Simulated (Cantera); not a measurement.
A closed system holds: 1 mol H2O, 0.21 mol O2, held at 7.50 Torr.

Cantera equilibrium calculation (NASA polynomials, part measured and part estimated; ideal gas, pure solids and liquids). Candidate condensed phases: H2O; 9 gas species. Equilibrium is a limit: real reactors are often held back by kinetics, nucleation or transport.

### Question
At 2275 K, list the 6 most abundant gas species with their mole fractions, and the condensed phases.

### Answer
H2O 0.719, O2 0.163, OH 0.0531, H2 0.0320, O 0.0173, H 0.0152. Condensed: gas only.
